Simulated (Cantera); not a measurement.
Feed: 1 mol Cu, 29 mol H2O, 280 mol H2, at 750 Torr.

Cantera equilibrium calculation (NASA polynomials, part measured and part estimated; ideal gas, pure solids and liquids). Candidate condensed phases: Cu, CuO, Cu(OH)2, Cu2O, H2O; 12 gas species. Equilibrium is a limit: real reactors are often held back by kinetics, nucleation or transport. All values below are at 1377 °C.

Base state: H2 0.906, H2O 0.0938, H 8.65e-5, Cu 8.12e-5 (mole fractions); condensed: Cu(l).

Problem. What changes in the equilibrium state with this change: Cu replaced by Al?

Solution. 
```tsv
species	before	after
H2	0.906	0.911
H2O	0.0938	0.0890
H	8.65e-5	8.67e-5
Cu	8.12e-5	0
Cu(l), mol	0.975	0
Al2O3(s), mol	0	0.500
```
Gases not in the tables: Al(OH)3. Further candidate phases: Al, Al2O3.

Problem. What changes in the equilibrium state with this change: pressure from 750 Torr to 7.50 Torr?

Solution. 
```
species      before     after
----------  -------  --------
H2            0.906     0.902
H2O          0.0938    0.0935
Cu          8.12e-5   0.00322
H           8.65e-5  0.000863
Cu(l), mol    0.975         0
```
